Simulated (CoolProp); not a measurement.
Vapour-liquid equilibrium of carbon dioxide (1) + n-perfluorobutane (2) at -25.75 °C; x and y are mole fractions of (1).

The numbers come from the multi-fluid Helmholtz-energy mixture model, Span 1996 and Gao 2022; pair parameters Bell 2016 in CoolProp.

### Question
Give the bubble pressure and the first vapour's composition at x = 0.05, 0.2, 0.65. Is there an azeotrope?

### Answer
x = 0.05: 1.441 bar, y = 0.760; x = 0.2: 5.201 bar, y = 0.935; x = 0.65: 11.69 bar, y = 0.976. No azeotrope shows between x = 0.05 and 0.95.

The pair parameters rest on a limited set of measurements; away from them the model extrapolates. The gap from Raoult's law changes sign with composition, which may be real or a fault of the pair parameters; it wasn't checked against measurements.
